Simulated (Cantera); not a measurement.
Input (Python, Cantera) and output of one run.

```python
import numpy as np
import cantera as ct

gas_names = """
    N NO NH3
""".split()
cond_names = """
    CsOH(a) CsOH(b) CsOH(c) CsOH(L) Cs(cr) Cs(L)
""".split()


# ... load() reads the species with a 1 bar reference pressure and builds the phases ...
species = {s.name: s for s in load("nasa_gas.yaml", gas_names) + load("nasa_condensed.yaml", cond_names)}
# Each term lists the table entries of one substance; the one whose range holds T is used.
reactions = {
    '4 N(g) + 3 CsOH = 3 NO(g) + NH3(g) + 3 Cs':
        [(-4, ['N']), (-3, ['CsOH(a)', 'CsOH(b)', 'CsOH(c)', 'CsOH(L)']), (3, ['NO']), (1, ['NH3']), (3, ['Cs(cr)', 'Cs(L)'])],
}


def pick(names, T):
    return next(species[n] for n in names if species[n].thermo.min_temp <= T <= species[n].thermo.max_temp)


results = []
for label, terms in reactions.items():
    print(label)
    print("     T/K   dH/kJ  dS/(J/K)   dG/kJ   log10 K")
    for T in [1000, 1025, 1050, 1075, 1100, 1125, 1150, 1175, 1200, 1225]:
        used = [(nu, pick(names, T)) for nu, names in terms]
        dH = sum(nu * s.thermo.h(T) for nu, s in used) / 1e6
        dS = sum(nu * s.thermo.s(T) for nu, s in used) / 1e3
        dG = dH - T * dS / 1e3
        logK = -dG * 1e6 / (ct.gas_constant * T * np.log(10))
        results.append((label, T, dH, dS, dG, logK, [s.name for _, s in used]))
        print(f"{T:8g} {dH:8.1f} {dS:8.1f} {dG:8.1f} {logK:8.2f}")
```

Output:

```
4 N(g) + 3 CsOH = 3 NO(g) + NH3(g) + 3 Cs
     T/K   dH/kJ  dS/(J/K)   dG/kJ   log10 K
    1000   -505.8     14.4   -520.1    27.17
    1025   -507.7     12.4   -520.4    26.52
    1050   -509.7     10.5   -520.7    25.90
    1075   -511.6      8.8   -521.0    25.31
    1100   -513.4      7.1   -521.2    24.75
    1125   -515.2      5.4   -521.3    24.21
    1150   -517.0      3.9   -521.4    23.68
    1175   -518.7      2.4   -521.5    23.18
    1200   -520.3      1.0   -521.6    22.70
    1225   -521.9     -0.3   -521.6    22.24
```

Source: NASA polynomial tables (part measured, part estimated), evaluated in Cantera. Condensed species are held in their standard states even where they would react or evaporate.
